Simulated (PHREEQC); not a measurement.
A made-up water analysis in mg/L, 25 °C, pH 6.99, pe 11.7: Na 6.3; K 1.42; Ca 7.15; Mg 0.44; Cl 8.36; S(6) as SO4 7.98; Alkalinity as HCO3 19.2; Li 0.00088.

Valence states are taken as typed.

The numbers come from PHREEQC with the ion-association model, wateq4f.dat.

The ionic strength comes out as 0.000979 mol/kgw. The charge-balance error is -0.9 %.

| species | molality | activity | log γ |
|---|---|---|---|
| HCO3- | 0.000314 | 0.000303 | -0.015 |
| Na+ | 0.000274 | 0.000264 | -0.015 |
| Cl- | 0.000236 | 0.000228 | -0.015 |
| Ca+2 | 0.000176 | 0.000153 | -0.061 |
| SO4-2 | 8.06e-5 | 7.00e-5 | -0.061 |
| CO2 | 6.97e-5 | 6.97e-5 | 0.000 |
| K+ | 3.63e-5 | 3.50e-5 | -0.015 |
| Mg+2 | 1.78e-5 | 1.55e-5 | -0.060 |
| CaSO4 | 2.13e-6 | 2.13e-6 | 0.000 |
| CaHCO3+ | 6.11e-7 | 5.90e-7 | -0.015 |
| MgSO4 | 2.54e-7 | 2.54e-7 | 0.000 |
| CO3-2 | 1.59e-7 | 1.39e-7 | -0.060 |

Precipitation was switched off in this run. Species that the database lacks are ignored.
